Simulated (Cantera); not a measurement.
Input: 1 mol TEOS, 4.3 mol O3, 0.17 mol H2, equilibrated at 29.3 Torr.

Equilibrium computed with Cantera from the NASA thermochemical tables; the gas is ideal and each condensed phase is pure. Candidate condensed phases: C, C6H6, C7H8, C8H18, H2O, Si, SiC, SiO2; 123 gas species. The feed counts by its element totals alone. Kinetics and transport are ignored.

### Question
At 1123 K, list the 4 most abundant gas species with their mole fractions, and the condensed phases.

### Answer
H2 0.342, CO 0.278, H2O 0.218, CO2 0.162. Condensed: SiO2(β-quartz).
